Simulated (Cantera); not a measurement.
Input: 1 mol B2O3, 0.77 mol NH3, 0.18 mol N2, equilibrated at 1.00 bar.

Method: chemical equilibrium by Gibbs-energy minimisation in Cantera with the NASA 1993 tables (ideal gas, pure condensed phases). Candidate condensed phases: B, BN, B2O3, B3O3H3, H2O; 39 gas species. Mutual solubility and eutectic melting of coexisting phases are not modelled. Gases not in the tables: H3BO3. Kinetics and transport are ignored.

### Question
Which condensed phases are stable at each of these points (T (°C)): 1102, 1202, 1302, 1402, 1502, 1602, 1702, 1802, 1902?

### Answer
```
T (°C)  condensed phases  B condensed (%)
------  ----------------  ---------------
1102     BN(s) + B2O3(l)            100.0
1202     BN(s) + B2O3(l)             99.9
1302     BN(s) + B2O3(l)             99.7
1402     BN(s) + B2O3(l)             99.3
1502     BN(s) + B2O3(l)             98.2
1602     BN(s) + B2O3(l)             95.4
1702             B2O3(l)             87.8
1802             B2O3(l)             67.9
1902             B2O3(l)              6.8
```

From 1102 °C to 1602 °C the condensed part is BN(s) + B2O3(l). From 1702 °C to 1902 °C the condensed part is B2O3(l). The share of B in condensed phases is highest at 1102 °C (100.0 %) and lowest at 1902 °C (6.8 %).
